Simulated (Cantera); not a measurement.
A Cantera script and its output.

```python
import numpy as np
import cantera as ct

gas = ct.Solution("gri30.yaml")
gas.TPX = 1648, 44000, {'CH4': 1, 'CO': 0.47, 'O2': 4.76, 'N2': 17.9}
reactor = ct.IdealGasConstPressureReactor(gas, energy="on", clone=False)
net = ct.ReactorNet([reactor])
net.rtol, net.atol = 1e-08, 1e-16
show = ['CH4', 'CO', 'O2', 'CH2CO', 'CH3', 'NO2']
times = np.geomspace(2e-06, 0.8, 14)

steps = ct.SolutionArray(gas, extra=["t"])
rows = []
print(f"{'t/s':>10s}{'T/K':>9s}{'P/Pa':>11s}" + "".join(f"{s:>11s}" for s in show))
for t in times:
    while net.time < t:
        t_next = net.step()
        steps.append(gas.state, t=t_next)
    rows.append([np.interp(t, steps.t, y) for y in (steps.T, steps.P, *steps(*show).X.T)])
    print(f"{t:10.3e}{rows[-1][0]:9.1f}{rows[-1][1]:11.4g}" + "".join(f"{x:11.3e}" for x in rows[-1][2:]))
rate = np.gradient(steps.T, steps.t)
print("integrator steps:", len(steps.t))
if steps.T.max() > steps.T[0] + 200:
    print(f"time of steepest temperature rise: {steps.t[rate.argmax()]:.4e} s")
gas.TPX = 1648, 44000, {'CH4': 1, 'CO': 0.47, 'O2': 4.76, 'N2': 17.9}
gas.equilibrate("HP")
print(f"equilibrium (HP): T = {gas.T:.1f} K  " + "  ".join(f"{s} {gas[s].X[0]:.3e}" for s in show))
```

Result:

```
       t/s      T/K       P/Pa        CH4         CO         O2      CH2CO        CH3        NO2
 2.000e-06   1648.0    4.4e+04  4.144e-02  1.948e-02  1.973e-01  2.588e-13  4.186e-07  1.622e-21
 5.395e-06   1648.0    4.4e+04  4.144e-02  1.948e-02  1.973e-01  2.383e-12  1.478e-06  7.308e-20
 1.455e-05   1648.0    4.4e+04  4.144e-02  1.948e-02  1.973e-01  2.195e-11  4.903e-06  2.281e-18
 3.925e-05   1648.0    4.4e+04  4.142e-02  1.948e-02  1.973e-01  1.908e-10  1.568e-05  5.628e-17
 1.059e-04   1647.9    4.4e+04  4.137e-02  1.947e-02  1.972e-01  1.794e-09  5.691e-05  1.448e-15
 2.855e-04   1648.7    4.4e+04  4.085e-02  1.947e-02  1.969e-01  6.037e-08  3.249e-04  6.877e-14
 7.702e-04   2201.5    4.4e+04  6.925e-19  1.824e-02  1.024e-01  1.067e-20  1.886e-17  7.344e-09
 2.077e-03   2427.5    4.4e+04  3.592e-19  1.040e-02  1.031e-01  5.944e-21  6.186e-18  2.168e-07
 5.603e-03   2473.6    4.4e+04  3.510e-19  8.058e-03  1.025e-01  4.023e-21  5.019e-18  9.938e-07
 1.511e-02   2469.1    4.4e+04  3.382e-19  7.911e-03  1.007e-01  3.779e-21  4.757e-18  2.571e-06
 4.077e-02   2462.1    4.4e+04  3.201e-19  7.727e-03  9.816e-02  3.459e-21  4.407e-18  4.793e-06
 1.100e-01   2458.8    4.4e+04  3.118e-19  7.642e-03  9.698e-02  3.313e-21  4.249e-18  5.822e-06
 2.966e-01   2458.7    4.4e+04  3.114e-19  7.638e-03  9.692e-02  3.307e-21  4.242e-18  5.870e-06
 8.000e-01   2458.7    4.4e+04  3.114e-19  7.638e-03  9.692e-02  3.307e-21  4.242e-18  5.870e-06
integrator steps: 1675
time of steepest temperature rise: 5.7389e-04 s
equilibrium (HP): T = 2458.7 K  CH4 4.663e-19  CO 7.638e-03  O2 9.692e-02  CH2CO 4.042e-21  CH3 6.351e-18  NO2 5.870e-06
```

Model: GRI-Mech 3.0 (53 species, 325 reactions), integrated in Cantera.
